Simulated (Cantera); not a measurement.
Gas mixture: CO2 : NH3 : H2 = 0.46 : 0.088 : 0.12 (molar parts), at 0.00910 bar, frozen composition.

Cantera's kinetic-theory transport with the Lennard-Jones parameters of GRI-Mech 3.0, ideal gas; thermal conductivity in the mixture-averaged form. Polar gases are described roughly by these parameters. The composition is frozen, though it would react at the higher temperatures.

D: mixture-averaged diffusion coefficient of that species in the mixture.

```
T (K)  ρ (kg/m³)  cp (J/kg/K)   μ (µPa s)  λ (mW/m/K)     Pr  D (cm²/s) NH3  D (cm²/s) H  D (cm²/s) N2
-----  ---------  -----------  ----------  ----------  -----  -------------  -----------  ------------
400      0.00901         1178  (withheld)        48.4  0.471           37.4          213          36.3
650      0.00554         1363  (withheld)        78.0  0.510           94.4          506          85.2
900      0.00400         1488  (withheld)         106  0.525            171          888           149
1150     0.00313         1577  (withheld)         133  0.531            264         1350           225
1400     0.00257         1642  (withheld)         158  0.533            372         1880           313
1650     0.00218         1692  (withheld)         182  0.533            494         2470           411
1900     0.00190         1729        63.2         205  0.532            628         3130           520
2150     0.00168         1758  (withheld)         227  0.531            774         3840           638
```

**Question.** Some entries are withheld; supply them.

**Answer.** 
- 400, μ (µPa s): 19.3
- 650, μ (µPa s): 29.2
- 900, μ (µPa s): 37.5
- 1150, μ (µPa s): 44.8
- 1400, μ (µPa s): 51.4
- 1650, μ (µPa s): 57.5
- 2150, μ (µPa s): 68.6
